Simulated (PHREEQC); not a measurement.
0.1 mol of Fluorite (CaF2) is brought to equilibrium with 1 kg of water holding 0.003 mol NaCl, at 25 °C, the pH being set by adding NaOH or HCl. Oxygen alone is held at its pressure in air (log pO2 = -0.68). No CO2 enters from the air. Solids allowed: Fluorite. Others were left out.

All values are PHREEQC results (ion-association model, phreeqc.dat), not measurements.

Task: Predict dissolved Ca (mol/kgw), dissolved F (mol/kgw) at pH = 4.75, 9.25, 10.75, 13.

Result: 
```json
[
 {"pH": "4.75", "dissolved Ca (mol/kgw)": "0.000214", "dissolved F (mol/kgw)": "0.000428"},
 {"pH": "9.25", "dissolved Ca (mol/kgw)": "0.000210", "dissolved F (mol/kgw)": "0.000421"},
 {"pH": "10.75", "dissolved Ca (mol/kgw)": "0.000213", "dissolved F (mol/kgw)": "0.000426"},
 {"pH": "13", "dissolved Ca (mol/kgw)": "0.000398", "dissolved F (mol/kgw)": "0.000797"}
]
```
